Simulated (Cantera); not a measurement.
A perfectly stirred reactor is fed with 25.6 % H2, 38.2 % O2, 36.3 % N2, equivalence ratio 0.34, at 0.133 bar; it is held at 1375 K, and followed from long to short residence time.

Computed with Cantera and the H2/O2 subset of GRI-Mech 3.0, which has no nitrogen chemistry. The temperature is held fixed by assumption; the heat of reaction is taken as removed at once.

x: mole fraction; the columns are a selection and need not sum to one.

```csv
τ (s),x H2,x O2,x OH,x O,x HO2
2.1,0.000104,0.291,0.000833,0.000125,?
1.0,0.000171,0.291,0.00107,0.000207,?
0.47,0.000283,0.290,0.00138,0.000346,?
0.22,0.000467,0.290,0.00178,0.000579,?
0.10,0.000782,0.290,0.00232,0.000987,?
0.048,0.00126,0.289,0.00297,0.00161,?
0.023,0.00202,0.289,0.00380,0.00263,?
0.011,0.00322,0.288,0.00486,0.00426,?
0.0050,0.00524,0.286,0.00629,0.00705,?
0.0023,0.00833,0.284,0.00803,0.0114,?
```

Fill in the missing entries.


- 2.1, x HO2: 2.36e-6
- 1.0, x HO2: 3.64e-6
- 0.47, x HO2: 5.54e-6
- 0.22, x HO2: 8.23e-6
- 0.10, x HO2: 1.20e-5
- 0.048, x HO2: 1.62e-5
- 0.023, x HO2: 2.09e-5
- 0.011, x HO2: 2.57e-5
- 0.0050, x HO2: 3.03e-5
- 0.0023, x HO2: 3.36e-5
